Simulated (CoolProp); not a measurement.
Properties of CH2F2 (R32) along the isobar 44.1 bar.

Values from CoolProp's reference Helmholtz-energy equation of state, Tillner-Roth 1997.

```json
[
 {"T (°C)": "-37.45", "phase": "liquid", "density (kg/m³)": "1182", "speed of sound (m/s)": "921.7", "expansivity (1/kK)": "2.370", "Prandtl number": "2.21", "fugacity coefficient": "…"},
 {"T (°C)": "-20.85", "phase": "liquid", "density (kg/m³)": "1134", "speed of sound (m/s)": "…", "expansivity (1/kK)": "2.630", "Prandtl number": "1.95", "fugacity coefficient": "0.08857"},
 {"T (°C)": "-4.25", "phase": "liquid", "density (kg/m³)": "1082", "speed of sound (m/s)": "751.0", "expansivity (1/kK)": "2.988", "Prandtl number": "1.77", "fugacity coefficient": "0.1521"},
 {"T (°C)": "12.35", "phase": "liquid", "density (kg/m³)": "1026", "speed of sound (m/s)": "661.6", "expansivity (1/kK)": "3.515", "Prandtl number": "1.65", "fugacity coefficient": "0.2403"},
 {"T (°C)": "28.95", "phase": "liquid", "density (kg/m³)": "961.2", "speed of sound (m/s)": "566.4", "expansivity (1/kK)": "4.385", "Prandtl number": "1.59", "fugacity coefficient": "0.3542"},
 {"T (°C)": "45.55", "phase": "liquid", "density (kg/m³)": "882.5", "speed of sound (m/s)": "458.9", "expansivity (1/kK)": "6.168", "Prandtl number": "1.62", "fugacity coefficient": "0.4918"},
 {"T (°C)": "62.25", "phase": "liquid", "density (kg/m³)": "764.5", "speed of sound (m/s)": "315.3", "expansivity (1/kK)": "13.18", "Prandtl number": "2.03", "fugacity coefficient": "0.6480"},
 {"T (°C)": "78.85", "phase": "gas", "density (kg/m³)": "124.7", "speed of sound (m/s)": "201.1", "expansivity (1/kK)": "12.92", "Prandtl number": "1.28", "fugacity coefficient": "0.7229"},
 {"T (°C)": "95.45", "phase": "gas", "density (kg/m³)": "105.4", "speed of sound (m/s)": "219.5", "expansivity (1/kK)": "8.192", "Prandtl number": "1.03", "fugacity coefficient": "0.7659"},
 {"T (°C)": "112.05", "phase": "gas", "density (kg/m³)": "93.68", "speed of sound (m/s)": "233.2", "expansivity (1/kK)": "6.219", "Prandtl number": "0.924", "fugacity coefficient": "0.8001"},
 {"T (°C)": "128.65", "phase": "gas", "density (kg/m³)": "85.34", "speed of sound (m/s)": "244.5", "expansivity (1/kK)": "5.102", "Prandtl number": "0.858", "fugacity coefficient": "0.8282"},
 {"T (°C)": "145.25", "phase": "gas", "density (kg/m³)": "…", "speed of sound (m/s)": "254.3", "expansivity (1/kK)": "…", "Prandtl number": "0.812", "fugacity coefficient": "0.8517"},
 {"T (°C)": "161.85", "phase": "gas", "density (kg/m³)": "73.72", "speed of sound (m/s)": "263.1", "expansivity (1/kK)": "3.857", "Prandtl number": "0.779", "fugacity coefficient": "0.8715"}
]
```

Q: Some entries are withheld; supply them.

A: 
- -37.45, fugacity coefficient: 0.04661
- -20.85, speed of sound (m/s): 837.1
- 145.25, density (kg/m³): 78.92
- 145.25, expansivity (1/kK): 4.374

Viscosity comes from a separate model (Bell 2016), an estimate that may be off by 10 % or more. Thermal conductivity comes from a separate model (Huber 2003), an estimate that may be off by 10 % or more.
